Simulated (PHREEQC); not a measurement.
1 kg of water holding 0.22 mol/kgw Na2SO4 and 0.0043 mol/kgw NaCl is evaporated at 90 °C; the solids stay in contact with the brine. No CO2 enters from the air. Solids allowed: Halite, Mirabilite, Thenardite. Others were left out.

Equilibrium calculation in PHREEQC: Pitzer model, pitzer.dat.

Task: Predict ionic strength, Na in solution (mol/kgw), S in solution (mol/kgw) at water left (kg) = 0.375, 0.09502, 0.03564.

Result: 
| water left (kg) | ionic strength | Na in solution (mol/kgw) | S in solution (mol/kgw) |
|---|---|---|---|
| 0.375 | 1.77 | 1.18 | 0.587 |
| 0.09502 | 6.99 | 4.68 | 2.32 |
| 0.03564 | 8.75 | 5.88 | 2.88 |

Species that the database lacks are ignored. At this temperature some constants are extrapolated from 25 °C, and those without enthalpy data are left unchanged.
